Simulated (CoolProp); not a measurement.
Vapour-liquid equilibrium of ethanol (1) + n-decane (2) at 414.1 K; x and y are mole fractions of (1).

Computed with CoolProp (multi-fluid Helmholtz-energy mixture model, Schroeder 2014 and Lemmon 2006; pair parameters Bell 2016).

```json
[
 {"x": "0.05", "bubble pressure, mixture model (MPa)": "0.1868", "bubble pressure, Raoult's law (MPa)": "0.07690", "y, mixture model": "0.780", "y, Raoult's law": "0.505"},
 {"x": "0.125", "bubble pressure, mixture model (MPa)": "0.3382", "bubble pressure, Raoult's law (MPa)": "0.1321", "y, mixture model": "0.877", "y, Raoult's law": "0.734"},
 {"x": "0.2", "bubble pressure, mixture model (MPa)": "0.4325", "bubble pressure, Raoult's law (MPa)": "0.1873", "y, mixture model": "0.904", "y, Raoult's law": "0.829"},
 {"x": "0.275", "bubble pressure, mixture model (MPa)": "0.4910", "bubble pressure, Raoult's law (MPa)": "0.2425", "y, mixture model": "0.916", "y, Raoult's law": "0.880"},
 {"x": "0.35", "bubble pressure, mixture model (MPa)": "0.5282", "bubble pressure, Raoult's law (MPa)": "0.2977", "y, mixture model": "0.923", "y, Raoult's law": "0.912"},
 {"x": "0.425", "bubble pressure, mixture model (MPa)": "0.5536", "bubble pressure, Raoult's law (MPa)": "0.3529", "y, mixture model": "0.928", "y, Raoult's law": "0.935"},
 {"x": "0.5", "bubble pressure, mixture model (MPa)": "0.5737", "bubble pressure, Raoult's law (MPa)": "0.4081", "y, mixture model": "0.932", "y, Raoult's law": "0.951"},
 {"x": "0.575", "bubble pressure, mixture model (MPa)": "0.5929", "bubble pressure, Raoult's law (MPa)": "0.4633", "y, mixture model": "0.936", "y, Raoult's law": "0.963"},
 {"x": "0.65", "bubble pressure, mixture model (MPa)": "0.6138", "bubble pressure, Raoult's law (MPa)": "0.5185", "y, mixture model": "0.941", "y, Raoult's law": "0.973"},
 {"x": "0.725", "bubble pressure, mixture model (MPa)": "0.6385", "bubble pressure, Raoult's law (MPa)": "0.5737", "y, mixture model": "0.948", "y, Raoult's law": "0.981"},
 {"x": "0.8", "bubble pressure, mixture model (MPa)": "0.6682", "bubble pressure, Raoult's law (MPa)": "0.6289", "y, mixture model": "0.957", "y, Raoult's law": "0.987"},
 {"x": "0.875", "bubble pressure, mixture model (MPa)": "0.7038", "bubble pressure, Raoult's law (MPa)": "0.6841", "y, mixture model": "0.970", "y, Raoult's law": "0.993"},
 {"x": "0.95", "bubble pressure, mixture model (MPa)": "0.7453", "bubble pressure, Raoult's law (MPa)": "0.7393", "y, mixture model": "0.986", "y, Raoult's law": "0.997"}
]
```

The largest gap from Raoult's law is +156.0 % in bubble pressure, at x = 0.125. No azeotrope shows between x = 0.05 and 0.95.

Pair parameters are fitted to limited data, so mixtures are less certain than the pure fluids. With so large a gap from Raoult's law the liquid may split in two, which this calculation doesn't test in full.
